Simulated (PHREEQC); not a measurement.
Copper plating or etch bath

A solution holds 2 mmol/kgw CuCl2, 9.1 mmol/kgw HNO3 and 78 mmol/kgw H3BO3, at 25 °C. Closed to the air; pH follows from the charge balance.

Computed with PHREEQC (ion-association model, phreeqc.dat).

This is a speciation only: nothing precipitates in the calculation.

Question: What pH does the model give?

Answer: pH 2.09.
